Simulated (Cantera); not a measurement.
Charge: 1 mol Fe3O4, 170 mol H2, 0.045 mol H2O, equilibrated at 3.60 bar.

Equilibrium computed with Cantera from the NASA thermochemical tables; the gas is ideal and each condensed phase is pure. Candidate condensed phases: Fe, FeO, Fe(OH)2, Fe(OH)3, Fe2O3, Fe3O4, H2O; 12 gas species. Kinetics and transport are ignored.

**Question.** Which condensed phases are stable at each of these points (T (K)): 775, 825, 875, 925, 975, 1025, 1075, 1125, 1175, 1225, 1275, 1325, 1375?

**Answer.** 
```tsv
T (K)	condensed phases	Fe condensed (%)
775	Fe(α)	100.0
825	Fe(α)	100.0
875	Fe(α)	100.0
925	Fe(α)	100.0
975	Fe(α)	100.0
1025	Fe(α)	100.0
1075	Fe(α)	100.0
1125	Fe(α)	100.0
1175	Fe(α)	100.0
1225	Fe(γ)	100.0
1275	Fe(γ)	100.0
1325	Fe(γ)	100.0
1375	Fe(γ)	100.0
```

From 775 K to 1175 K the condensed part is Fe(α). From 1225 K to 1375 K the condensed part is Fe(γ).
